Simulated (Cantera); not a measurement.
Input: 1 mol C2H5OH, 2.1 mol CO2, at 2.40 mbar.

Method: chemical equilibrium by Gibbs-energy minimisation in Cantera with the NASA 1993 tables (ideal gas, pure condensed phases). Candidate condensed phases: C, C6H6, C7H8, C8H18, H2O; 110 gas species. Rates play no part.

log p: log10 of the partial pressure in bar; nothing condenses.

```tsv
T (K)	log p CO	log p H2	log p H2O	log p CO2	log p H	log p OH	log p O
1525	-2.90	-3.11	-3.63	-3.86	-6.18	-8.21	-11.35
1575	-2.90	-3.11	-3.62	-3.88	-5.94	-7.89	-10.79
1625	-2.90	-3.11	-3.61	-3.89	-5.71	-7.58	-10.26
1675	-2.90	-3.12	-3.61	-3.91	-5.49	-7.30	-9.77
1725	-2.90	-3.12	-3.60	-3.92	-5.29	-7.03	-9.30
1775	-2.90	-3.12	-3.59	-3.94	-5.10	-6.78	-8.86
1825	-2.90	-3.13	-3.59	-3.95	-4.92	-6.54	-8.44
1875	-2.90	-3.13	-3.58	-3.96	[?]	[?]	[?]
1925	-2.90	-3.14	-3.58	-3.97	-4.59	-6.10	-7.67
1975	-2.90	-3.14	-3.58	-3.99	[?]	[?]	[?]
2025	-2.90	-3.15	-3.58	-4.00	-4.29	-5.70	-6.98
2075	-2.90	-3.16	-3.58	-4.01	-4.15	-5.52	-6.66
2125	-2.90	-3.17	-3.58	-4.02	-4.02	-5.34	-6.35
```

Question: Some entries are withheld; supply them.

Answer: 
- 1875, log p H: -4.75
- 1875, log p OH: -6.31
- 1875, log p O: -8.05
- 1975, log p H: -4.43
- 1975, log p OH: -5.89
- 1975, log p O: -7.32
